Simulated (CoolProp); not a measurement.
Vapour-liquid equilibrium of R22 (1) + R114 (2) at 0.673 MPa; x and y are mole fractions of (1).

Values from CoolProp's multi-fluid Helmholtz-energy mixture model, Kamei 1995 and Platzer 1990; pair parameters Bell 2016. This equation is an older, rougher fit; its heat capacities, sound speeds and derivatives of the liquid may be far off and weren't checked against measurements.

| x | bubble temperature, mixture model (K) | bubble temperature, Raoult's law (K) | y, mixture model | y, Raoult's law |
|---|---|---|---|---|
| 0.05 | 331.0 | 333.2 | 0.197 | 0.181 |
| 0.15 | 318.8 | 323.3 | 0.449 | 0.434 |
| 0.25 | 310.5 | 315.3 | 0.595 | 0.600 |
| 0.35 | 304.5 | 308.7 | 0.690 | 0.714 |
| 0.45 | 299.8 | 303.1 | 0.759 | 0.795 |
| 0.55 | 296.0 | 298.3 | 0.814 | 0.856 |
| 0.65 | 292.6 | 294.1 | 0.862 | 0.902 |
| 0.75 | 289.5 | 290.4 | 0.905 | 0.938 |
| 0.85 | 286.7 | 287.1 | 0.944 | 0.967 |
| 0.95 | 284.0 | 284.1 | 0.982 | 0.990 |

The largest gap from Raoult's law is -4.8 K in bubble temperature, at x = 0.25. No azeotrope shows between x = 0.05 and 0.95.

Pair parameters are fitted to limited data, so mixtures are less certain than the pure fluids.
